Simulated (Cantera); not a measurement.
An adiabatic, constant-pressure homogeneous reactor starts with CO : H2 : CH4 : O2 : N2 = 1 : 0.059 : 0.063 : 0.345 : 1.3 (molar parts), equivalence ratio 1.9, at 1823 K and 1500 Torr. Integrator tolerance rtol = 1e-08.

Detailed kinetics in Cantera: GRI-Mech 3.0 (53 species, 325 reactions).

What does this change do: constant volume in place of constant pressure?


```
quantity                                                            before                                    after
---------------------------------  ---------------------------------------  ---------------------------------------
time of steepest temperature rise                                  14.7 µs                                  14.3 µs
temperature at 0.200 s                                              2954 K                                   3080 K
equilibrium temperature                                             2954 K                                   3080 K
x(CO) at 0.200 s                       0.263 (gas-phase equilibrium 0.263)      0.271 (gas-phase equilibrium 0.271)
x(H2) at 0.200 s                     0.0119 (gas-phase equilibrium 0.0119)    0.0121 (gas-phase equilibrium 0.0121)
x(CH4) at 0.200 s                    <1e-12 (gas-phase equilibrium <1e-12)    <1e-12 (gas-phase equilibrium <1e-12)
x(CH3) at 0.200 s                    <1e-12 (gas-phase equilibrium <1e-12)    <1e-12 (gas-phase equilibrium <1e-12)
x(CH2CO) at 0.200 s                  <1e-12 (gas-phase equilibrium <1e-12)    <1e-12 (gas-phase equilibrium <1e-12)
x(HCN) at 0.200 s                  2.12e-8 (gas-phase equilibrium 2.12e-8)  3.85e-8 (gas-phase equilibrium 3.85e-8)
```
Above 3000 K some thermodynamic fits are extrapolated.

What does this change do: O2 0.345 to 0.16 parts?


```csv
quantity,before,after
time of steepest temperature rise,14.7 µs,36.1 µs
temperature at 0.200 s,2954 K,2516 K
equilibrium temperature,2954 K,2516 K
x(CO) at 0.200 s,0.263 (gas-phase equilibrium 0.263),0.354 (gas-phase equilibrium 0.354)
x(H2) at 0.200 s,0.0119 (gas-phase equilibrium 0.0119),0.0334 (gas-phase equilibrium 0.0334)
x(CH4) at 0.200 s,<1e-12 (gas-phase equilibrium <1e-12),4.44e-12 (gas-phase equilibrium 4.82e-12)
x(CH3) at 0.200 s,<1e-12 (gas-phase equilibrium <1e-12),8.30e-12 (gas-phase equilibrium 9.00e-12)
x(CH2CO) at 0.200 s,<1e-12 (gas-phase equilibrium <1e-12),<1e-12 (gas-phase equilibrium <1e-12)
x(HCN) at 0.200 s,2.12e-8 (gas-phase equilibrium 2.12e-8),1.74e-7 (gas-phase equilibrium 1.74e-7)
```
